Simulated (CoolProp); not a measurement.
A single-stage vapour-compression cycle with the fluid: evaporating at 239.15 K (dew point), condensing at 283.15 K (bubble point), superheat 10 K, subcooling 5 K, compressor efficiency 0.8, no pressure losses. The same conditions are run with several fluids, on thermodynamics alone (safety and materials aside).

Model: reference Helmholtz-energy equation of state of each fluid (hydrogen chloride: Thol 2018; R142b: Lemmon 2006; R125: Lemmon 2005; ammonia: Gao 2020; R1336mzz(E): Akasaka 2023; R115: Lemmon 2016), in CoolProp.

```
fluid              cooling COP  pressure ratio  discharge temperature (K)  refrigerating effect (kJ/kg)  volumetric capacity (kJ/m³)
-----------------  -----------  --------------  -------------------------  ----------------------------  ---------------------------
hydrogen chloride          ___             ___                        ___                           315                         5880
R142b                     3.84            6.34                      316.5                           ___                          316
R125                      3.56            4.71                      302.5                           117                         1380
ammonia                    ___            6.28                      408.9                          1220                         1000
R1336mzz(E)               3.74            8.70                      297.4                           134                          136
R115                       ___             ___                        ___                          91.4                          906
```

Task: Some entries are withheld; supply them.

Result: 
- hydrogen chloride, cooling COP: 3.30
- hydrogen chloride, pressure ratio: 3.53
- hydrogen chloride, discharge temperature (K): 375.3
- R142b, refrigerating effect (kJ/kg): 197
- ammonia, cooling COP: 3.57
- R115, cooling COP: 3.58
- R115, pressure ratio: 4.69
- R115, discharge temperature (K): 294.1
